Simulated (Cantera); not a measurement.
A Cantera script and what it prints.

```python
import numpy as np
import cantera as ct

gas_names = """
    B BN BO BO2 B2 B2O B2O2 B2O3 N NO NO2 NO3 N2 N2O O O2 O3
""".split()
cond_names = """
    B(b) B(L) BN(s) B2O3(L)
""".split()


def load(file, names, dense=False):
    # The tables refer to 1 bar. Condensed volumes are neglected.
    table = {s.name: s for s in ct.Species.list_from_file(file)}
    out = []
    for n in names:
        d = dict(table[n].input_data)
        d["thermo"] = dict(d["thermo"], **{"reference-pressure": 1e5})
        if dense:
            d["equation-of-state"] = {"model": "constant-volume", "density": "1e6 g/cm^3"}
        out.append(ct.Species.from_dict(d))
    return out


gas = ct.Solution(thermo="ideal-gas", species=load("nasa_gas.yaml", gas_names))
cond = {s.name: ct.Solution(thermo="fixed-stoichiometry", species=[s], name=s.name)
        for s in load("nasa_condensed.yaml", cond_names, dense=True)}
atoms = {
    'B2O3': {'B': 2, 'O': 3},
    'N2': {'N': 2},
}
top_T = {'BN(s)': 3200}  # K; cautious upper limits of use, not melting points


def equilibrate(T, P, feed):
    n = {}
    for name, mol in feed.items():
        for a, k in atoms[name].items():
            n[a] = n.get(a, 0.0) + k * mol
    gas.TPX = T, P, n
    mass = sum(n.values()) * gas.mean_molecular_weight
    gas.equilibrate("TP")
    valid = [c for c in cond.values() if c.min_temp <= T <= top_T.get(c.name, c.max_temp)]
    mix = ct.Mixture([(gas, mass / gas.mean_molecular_weight)] + [(c, 0.0) for c in valid])
    mix.T, mix.P = T, P
    mix.equilibrate("TP", solver="vcs", rtol=1e-11, max_steps=5000)
    return mix


results = []
feed = {'B2O3': 1, 'N2': 0.26}  # mol
P = 140  # Pa
for T in [1650, 1675, 1700, 1725, 1750, 1775, 1800, 1825]:
    mix = equilibrate(T, P, feed)
    results.append((T, P, feed, dict(zip(mix.species_names, mix.species_moles))))

top = {s: max(r[3][s] / sum(r[3][g] for g in gas_names) for r in results) for s in gas_names}
cols = sorted((s for s in top if top[s] > 1e-06), key=lambda s: -top[s])[:6]
seen = [c for c in cond_names if any(r[3].get(c, 0) > 1e-12 for r in results)]
print("log10 of partial pressures in bar; condensed amounts in mol")
print(f"{'T/K':>10s}" + "".join(f"{s[:9]:>10s}" for s in cols + seen))
for T, P, feed, n in results:
    ng = sum(n[g] for g in gas_names)
    print(f"{T:10.4g}" + "".join(f"{np.log10(max(n[s] / ng * P / 1e5, 1e-99)):10.3f}" for s in cols)
          + "".join(f"{n.get(c, 0):10.4g}" for c in seen))
```

Output:

```
log10 of partial pressures in bar; condensed amounts in mol
       T/K      B2O3        N2       BO2        BO      B2O2        NO   B2O3(L)
      1650    -3.459    -2.978    -6.447    -6.651    -7.161    -8.758    0.9139
      1675    -3.280    -3.059    -6.226    -6.433    -6.937    -8.621    0.8436
      1700    -3.107    -3.210    -6.013    -6.223    -6.719    -8.525    0.6695
      1725    -2.955    -3.540    -5.815    -6.026    -6.522    -8.525         0
      1750    -2.956    -3.540    -5.708    -5.896    -6.454    -8.390         0
      1775    -2.956    -3.540    -5.604    -5.770    -6.389    -8.257         0
      1800    -2.956    -3.540    -5.502    -5.649    -6.328    -8.126         0
      1825    -2.957    -3.540    -5.402    -5.532    -6.270    -7.997         0
```

Equilibrium computed with Cantera from the NASA thermochemical tables; the gas is ideal and each condensed phase is pure.
